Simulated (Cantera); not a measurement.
Cantera run, input and output.

```python
import numpy as np
import cantera as ct

gas = ct.Solution("gri30.yaml")
gas.TPX = 1400, 2666, {'H2': 0.41, 'O2': 1, 'N2': 0.51}
reactor = ct.IdealGasConstPressureReactor(gas, energy="off", clone=False)
net = ct.ReactorNet([reactor])
net.rtol, net.atol = 1e-08, 1e-18
show = ['H2', 'O2', 'NO', 'H', 'N2O', 'OH', 'H2O2']
times = np.geomspace(5e-06, 4, 9)

steps = ct.SolutionArray(gas, extra=["t"])
rows = []
print(f"{'t/s':>10s}{'T/K':>9s}{'P/Pa':>11s}" + "".join(f"{s:>11s}" for s in show))
for t in times:
    while net.time < t:
        t_next = net.step()
        steps.append(gas.state, t=t_next)
    rows.append([np.interp(t, steps.t, y) for y in (steps.T, steps.P, *steps(*show).X.T)])
    print(f"{t:10.3e}{rows[-1][0]:9.1f}{rows[-1][1]:11.4g}" + "".join(f"{x:11.3e}" for x in rows[-1][2:]))
rate = np.gradient(steps.T, steps.t)
print("integrator steps:", len(steps.t))
if steps.T.max() > steps.T[0] + 200:
    print(f"time of steepest temperature rise: {steps.t[rate.argmax()]:.4e} s")
gas.TPX = 1400, 2666, {'H2': 0.41, 'O2': 1, 'N2': 0.51}
gas.equilibrate("TP")
print(f"equilibrium (TP): T = {gas.T:.1f} K  " + "  ".join(f"{s} {gas[s].X[0]:.3e}" for s in show))
```

It prints:

```
       t/s      T/K       P/Pa         H2         O2         NO          H        N2O         OH       H2O2
 5.000e-06   1400.0       2666  2.135e-01  5.208e-01  6.414e-20  2.389e-08  6.384e-16  2.751e-09  1.021e-11
 2.734e-05   1400.0       2666  2.135e-01  5.208e-01  1.057e-17  1.674e-07  5.635e-15  5.403e-08  3.004e-10
 1.495e-04   1400.0       2666  2.134e-01  5.208e-01  1.335e-14  5.195e-05  2.305e-13  2.019e-05  8.434e-09
 8.178e-04   1400.0       2666  1.395e-02  4.016e-01  7.522e-07  6.926e-02  3.236e-09  1.600e-02  3.512e-07
 4.472e-03   1400.0       2666  9.717e-03  4.254e-01  4.231e-06  3.423e-02  4.562e-09  1.372e-02  4.018e-07
 2.446e-02   1400.0       2666  1.191e-03  4.584e-01  6.049e-06  1.245e-03  1.185e-08  4.955e-03  2.268e-07
 1.337e-01   1400.0       2666  4.324e-05  4.631e-01  6.097e-06  8.544e-06  2.151e-08  9.517e-04  3.816e-08
 7.314e-01   1400.0       2666  3.576e-06  4.634e-01  6.100e-06  2.058e-07  2.048e-08  2.751e-04  6.895e-09
 4.000e+00   1400.0       2666  1.012e-06  4.635e-01  6.096e-06  3.124e-08  7.562e-09  1.465e-04  3.025e-09
integrator steps: 1711
equilibrium (TP): T = 1400.0 K  H2 9.782e-07  O2 4.632e-01  NO 6.640e-04  H 2.966e-08  N2O 4.226e-09  OH 1.440e-04  H2O2 2.970e-09
```

Detailed kinetics in Cantera: GRI-Mech 3.0 (53 species, 325 reactions). Radical loss at walls, strong at low pressure, is not modelled. The temperature is held fixed by assumption; the heat of reaction is taken as removed at once.
